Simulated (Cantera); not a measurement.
Feed: 1 mol n-butane, 0.028 mol H2O, 1.4 mol H2, at 1.00 bar.

Cantera equilibrium calculation (NASA polynomials, part measured and part estimated; ideal gas, pure solids and liquids). Candidate condensed phases: C, C6H6, C7H8, C8H18, H2O; 110 gas species. Kinetics and transport are ignored.

### Question
At 998 K, list the 4 most abundant gas species with their mole fractions, and the condensed phases.

### Answer
H2 0.914, CH4 0.0815, CO 0.00341, H2O 0.00127. Condensed: C(graphite).
